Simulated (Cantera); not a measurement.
Input (Python, Cantera) and output of one run.

```python
import numpy as np
import cantera as ct

gas_names = """
    H H2 N NH NH2 NH3 N2 N2H2 N2H4 Si SiH SiH2 SiH3 SiH4 SiN Si2 Si2N Si3
""".split()
cond_names = """
    Si(cr) Si(L) Si3N4(a)
""".split()


# ... load() reads the species with a 1 bar reference pressure and builds the phases ...
atoms = {
    'Si3N4': {'Si': 3, 'N': 4},
    'H2': {'H': 2},
    'N2': {'N': 2},
}
top_T = {'Si3N4(a)': 2400}  # K; cautious upper limits of use, not melting points


# ... equilibrate(T, P, feed) seeds the gas with the atoms and calls Mixture.equilibrate('TP', solver="vcs", rtol=1e-11, max_steps=5000) ...
results = []
feed = {'Si3N4': 1, 'H2': 39, 'N2': 11}  # mol
for P in [1, 3.6, 13, 46, 170, 600, 2200, 7700, 28000, 100000]:
    for T in [1275, 1350, 1425, 1500, 1575, 1650, 1725, 1800, 1875, 1950, 2025]:
        mix = equilibrate(T, P, feed)
        results.append((T, P, feed, dict(zip(mix.species_names, mix.species_moles))))

for T, P, feed, n in results:
    print(f"{T:7g} {P:10.4g}  " + (" + ".join(c for c in cond_names if n.get(c, 0) > 1e-12) or "gas only"))
```

It prints:

```
   1275          1  Si3N4(a)
   1350          1  Si3N4(a)
   1425          1  Si(cr)
   1500          1  Si(cr)
   1575          1  Si(cr)
   1650          1  Si(cr)
   1725          1  gas only
   1800          1  gas only
   1875          1  gas only
   1950          1  gas only
   2025          1  gas only
   1275        3.6  Si3N4(a)
   1350        3.6  Si3N4(a)
   1425        3.6  Si(cr)
   1500        3.6  Si(cr)
   1575        3.6  Si(cr)
   1650        3.6  Si(cr)
   1725        3.6  Si(L)
   1800        3.6  gas only
   1875        3.6  gas only
   1950        3.6  gas only
   2025        3.6  gas only
   1275         13  Si3N4(a)
   1350         13  Si3N4(a)
   1425         13  Si3N4(a)
   1500         13  Si(cr)
   1575         13  Si(cr)
   1650         13  Si(cr)
   1725         13  Si(L)
   1800         13  Si(L)
   1875         13  gas only
   1950         13  gas only
   2025         13  gas only
   1275         46  Si3N4(a)
   1350         46  Si3N4(a)
   1425         46  Si3N4(a)
   1500         46  Si3N4(a)
   1575         46  Si(cr)
   1650         46  Si(cr)
   1725         46  Si(L)
   1800         46  Si(L)
   1875         46  Si(L)
   1950         46  gas only
   2025         46  gas only
   1275        170  Si3N4(a)
   1350        170  Si3N4(a)
   1425        170  Si3N4(a)
   1500        170  Si3N4(a)
   1575        170  Si3N4(a)
   1650        170  Si(cr)
   1725        170  Si(L)
   1800        170  Si(L)
   1875        170  Si(L)
   1950        170  Si(L)
   2025        170  Si(L)
   1275        600  Si3N4(a)
   1350        600  Si3N4(a)
   1425        600  Si3N4(a)
   1500        600  Si3N4(a)
   1575        600  Si3N4(a)
   1650        600  Si3N4(a)
   1725        600  Si(L)
   1800        600  Si(L)
   1875        600  Si(L)
   1950        600  Si(L)
   2025        600  Si(L)
   1275       2200  Si3N4(a)
   1350       2200  Si3N4(a)
   1425       2200  Si3N4(a)
   1500       2200  Si3N4(a)
   1575       2200  Si3N4(a)
   1650       2200  Si3N4(a)
   1725       2200  Si3N4(a)
   1800       2200  Si(L)
   1875       2200  Si(L)
   1950       2200  Si(L)
   2025       2200  Si(L)
   1275       7700  Si3N4(a)
   1350       7700  Si3N4(a)
   1425       7700  Si3N4(a)
   1500       7700  Si3N4(a)
   1575       7700  Si3N4(a)
   1650       7700  Si3N4(a)
   1725       7700  Si3N4(a)
   1800       7700  Si3N4(a)
   1875       7700  Si(L)
   1950       7700  Si(L)
   2025       7700  Si(L)
   1275    2.8e+04  Si3N4(a)
   1350    2.8e+04  Si3N4(a)
   1425    2.8e+04  Si3N4(a)
   1500    2.8e+04  Si3N4(a)
   1575    2.8e+04  Si3N4(a)
   1650    2.8e+04  Si3N4(a)
   1725    2.8e+04  Si3N4(a)
   1800    2.8e+04  Si3N4(a)
   1875    2.8e+04  Si3N4(a)
   1950    2.8e+04  Si(L)
   2025    2.8e+04  Si(L)
   1275      1e+05  Si3N4(a)
   1350      1e+05  Si3N4(a)
   1425      1e+05  Si3N4(a)
   1500      1e+05  Si3N4(a)
   1575      1e+05  Si3N4(a)
   1650      1e+05  Si3N4(a)
   1725      1e+05  Si3N4(a)
   1800      1e+05  Si3N4(a)
   1875      1e+05  Si3N4(a)
   1950      1e+05  Si3N4(a)
   2025      1e+05  Si(L) + Si3N4(a)
```

These are equilibrium values from Cantera (NASA tables, ideal gas, pure condensed phases), not measurements of a reactor. Mutual solubility and eutectic melting of coexisting phases are not modelled.
